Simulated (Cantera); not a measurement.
# Premixed flame

A freely propagating, adiabatic, planar premixed flame of 25.4 % H2, 14.7 % O2, 55.6 % N2, 4.31 % H2O, unburnt at 575 K and 1.80 bar; mixture-averaged transport, grid criteria slope 0.08 and curve 0.16, no radiation.

Computed with Cantera and the H2/O2 subset of GRI-Mech 3.0, which has no nitrogen chemistry. Burning velocities carry a grid error of a few per cent, more on coarse grids.

| z (mm) | T (K) | u (m/s) | x H2 | x O2 | x O | x H2O2 | x H | x OH |
|---|---|---|---|---|---|---|---|---|
| -0.605 | 575 | 5.34 | 0.254 | 0.147 | <1e-8 | <1e-8 | <1e-8 | <1e-8 |
| -0.404 | 575 | 5.34 | 0.254 | 0.147 | <1e-8 | <1e-8 | <1e-8 | <1e-8 |
| -0.303 | 575 | 5.34 | 0.254 | 0.147 | <1e-8 | <1e-8 | <1e-8 | <1e-8 |
| -0.202 | 575 | 5.34 | 0.253 | 0.148 | 1.12e-8 | 1.16e-8 | <1e-8 | <1e-8 |
| -0.101 | 596 | 5.47 | 0.243 | 0.149 | 5.00e-6 | 7.68e-6 | 3.22e-5 | 2.14e-5 |
| -0.0505 | 818 | 7.28 | 0.205 | 0.144 | 0.000249 | 4.31e-5 | 0.00241 | 0.000839 |
| 0 | 1244 | 10.7 | 0.127 | 0.112 | 0.00340 | 1.53e-5 | 0.0167 | 0.00311 |
| 0.0505 | 1558 | 13.3 | 0.0597 | 0.0657 | 0.00840 | 5.04e-6 | 0.0291 | 0.00893 |
| 0.101 | 1725 | 14.6 | 0.0368 | 0.0456 | 0.00984 | 2.84e-6 | 0.0281 | 0.0132 |
| 0.202 | 1892 | 15.9 | 0.0287 | 0.0372 | 0.00847 | 1.51e-6 | 0.0199 | 0.0157 |
| 0.404 | 2045 | 17.0 | 0.0232 | 0.0329 | 0.00592 | 8.80e-7 | 0.0117 | 0.0159 |
| 0.807 | 2171 | 17.9 | 0.0166 | 0.0294 | 0.00365 | 5.91e-7 | 0.00589 | 0.0145 |
| 1.61 | 2261 | 18.5 | 0.0106 | 0.0269 | 0.00208 | 4.39e-7 | 0.00265 | 0.0120 |
x: mole fraction of selected species; z is measured from the peak of heat release.

```yaml
laminar_burning_velocity: 534 cm/s
thermal_thickness: 0.202 mm
peak x(O): 0.00984
peak x(H2O2): 4.32e-5
peak x(H): 0.0298
peak x(OH): 0.0161
```
